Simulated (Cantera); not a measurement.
# Adiabatic ignition

An adiabatic, constant-volume homogeneous reactor starts with H₂ : O₂ : N₂ = 1 : 0.333 : 1.25 (molar parts), at 1148 K and 1.48 atm.

Cantera simulation using the H2/O2 subset of GRI-Mech 3.0, which has no nitrogen chemistry; the numbers are that mechanism's predictions, not measurements.

| t (s) | T (K) | P (bar) | x H₂ | x O₂ | x O | x HO₂ | x H | x H₂O₂ | x H₂O |
|---|---|---|---|---|---|---|---|---|---|
| 3.00e-6 | 1148 | 1.50 | 0.387 | 0.129 | 6.39e-10 | 7.10e-9 | 7.81e-9 | 2.13e-11 | 4.49e-9 |
| 7.25e-6 | 1148 | 1.50 | 0.387 | 0.129 | 3.80e-9 | 2.95e-8 | 4.37e-8 | 1.73e-10 | 5.03e-8 |
| 1.75e-5 | 1148 | 1.50 | 0.387 | 0.129 | 1.10e-7 | 6.41e-7 | 1.25e-6 | 4.56e-9 | 1.94e-6 |
| 4.24e-5 | 1205 | 1.57 | 0.372 | 0.122 | 0.000600 | 0.000103 | 0.00665 | 3.09e-6 | 0.0124 |
| 0.000103 | 2976 | 3.49 | 0.144 | 0.00170 | 0.00233 | 2.43e-6 | 0.0303 | 3.39e-7 | 0.264 |
| 0.000248 | 2978 | 3.49 | 0.144 | 0.00169 | 0.00232 | 2.42e-6 | 0.0302 | 3.39e-7 | 0.264 |
| 0.000599 | 2978 | 3.49 | 0.144 | 0.00169 | 0.00232 | 2.42e-6 | 0.0302 | 3.39e-7 | 0.264 |
| 0.00145 | 2978 | 3.49 | 0.144 | 0.00169 | 0.00232 | 2.42e-6 | 0.0302 | 3.39e-7 | 0.264 |
| 0.00350 | 2978 | 3.49 | 0.144 | 0.00169 | 0.00232 | 2.42e-6 | 0.0302 | 3.39e-7 | 0.264 |
| 0.00847 | 2978 | 3.49 | 0.144 | 0.00169 | 0.00232 | 2.42e-6 | 0.0302 | 3.39e-7 | 0.264 |
| 0.0205 | 2978 | 3.49 | 0.144 | 0.00169 | 0.00232 | 2.42e-6 | 0.0302 | 3.39e-7 | 0.264 |
| 0.0495 | 2978 | 3.49 | 0.144 | 0.00169 | 0.00232 | 2.42e-6 | 0.0302 | 3.39e-7 | 0.264 |
| 0.120 | 2978 | 3.49 | 0.144 | 0.00169 | 0.00232 | 2.42e-6 | 0.0302 | 3.39e-7 | 0.264 |
| 0.290 | 2978 | 3.49 | 0.144 | 0.00169 | 0.00232 | 2.42e-6 | 0.0302 | 3.39e-7 | 0.264 |
| 0.700 | 2978 | 3.49 | 0.144 | 0.00169 | 0.00232 | 2.42e-6 | 0.0302 | 3.39e-7 | 0.264 |
x: mole fraction; the columns are a selection and need not sum to one.

| Quantity | Value |
|---|---|
| time of steepest temperature rise | 46.5 µs |
| temperature at 0.700 s | 2978 K |
| equilibrium temperature | 2978 K |
| x(H₂) at 0.700 s | 0.144 (gas-phase equilibrium 0.144) |
| x(O₂) at 0.700 s | 0.00169 (gas-phase equilibrium 0.00169) |
| x(O) at 0.700 s | 0.00232 (gas-phase equilibrium 0.00232) |
